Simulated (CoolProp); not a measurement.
Nitrous oxide along the isotherm 224.1 K: Z from the reference equation and from simpler models built on Tc = 309.5 K, pc = 7.245 MPa, ω = 0.161; each cubic takes its own stable root.

Computed with CoolProp (reference Helmholtz-energy equation of state, Lemmon 2006). It is a short technical equation, of lower accuracy than the large ones.

```
p (MPa)   phase  reference
-------  ------  ---------
0.115       gas     0.9847
0.204       gas     0.9725
0.362       gas     0.9497
0.644       gas     0.9053
1.15     liquid    0.02453
2.04     liquid    0.04342
3.62     liquid    0.07679
6.44     liquid     0.1358
11.5     liquid     0.2402
20.4     liquid     0.4197
36.2     liquid     0.7281
```

Q: How far does each simpler model (Redlich-Kwong, Soave-Redlich-Kwong) lie from the reference over these 11 states: mean and median of the absolute difference, and the worst?

A: 
- Redlich-Kwong: mean 6.3 %, median 8.3 %, worst +10.8 % at 224.1 K and 1.15 MPa
- Soave-Redlich-Kwong: mean 4.9 %, median 6.6 %, worst +8.2 % at 224.1 K and 1.15 MPa
